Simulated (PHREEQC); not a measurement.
A solution holds 0.006 mol/kgw HNO3, 7.6e-05 mol/kgw Al(NO3)3 and 0.0002 mol/kgw H3BO3, at 75 °C and 100 atm. Closed to the air; pH follows from the charge balance.

Equilibrium calculation in PHREEQC: ion-association model, phreeqc.dat.

This is a speciation only: nothing precipitates in the calculation.

**Question.** Estimate the pH, specific conductance.

**Answer.** pH 2.26; specific conductance 5610 µS/cm.

**Question.** In which forms is Al present?

**Answer.** Al+3 98 %, AlOH+2 2.3 % of the Al.

Complexes and solids missing from the database can't appear. Under pressure, the constants of complexes without a molar volume in the database are unreliable. Away from 25 °C the constants follow the database's enthalpies or fits; those with neither stay at their 25 °C values.
